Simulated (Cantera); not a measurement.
Feed: 1 mol SiF4, a varied amount of NH3, 68 mol N2, held at 970 Pa.

These are equilibrium values from Cantera (NASA tables, ideal gas, pure condensed phases), not measurements of a reactor. Candidate condensed phases: Si, Si3N4; 37 gas species. The tables' values for SiF2, SiF3 are old estimates. Rates play no part.

Stable condensed phases, one row left out:

```
T in K \ n(NH3) in mol
         4.7 5.5 6.4 7.5 8.7  10  12  14  16  19  22  26
   1698    A   A   A   A   A   A   A   A   A   A   A   A
   1673    A   A   A   A   A   A   A   A   A   A   A   A
   1648    A   A   A   A   A   A   A   A   A   A   A   A
   1623    A   A   A   A   A   A   A   A   A   A   A   A
   1598    A   A   A   A   A   A   A   A   A   A   A   A
   1573    A   A   A   A   A   A   A   A   A   A   A   A
   1548    A   A   A   A   A   A   A   A   A   A   A   A
   1523    A   A   A   A   A   A   A   A   A   A   A   A
   1498    A   A   A   A   A   A   A   A   A   A   B   B
   1448    A   A   A   A   A   B   B   B   B   B   B   B
   1423    A   A   B   B   B   B   B   B   B   B   B   B
```

A: gas only; B: Si3N4.

**Question.** Give the row for 1473 K.

**Answer.** 4.7: gas only; 5.5: gas only; 6.4: gas only; 7.5: gas only; 8.7: gas only; 10: gas only; 12: gas only; 14: Si3N4; 16: Si3N4; 19: Si3N4; 22: Si3N4; 26: Si3N4.
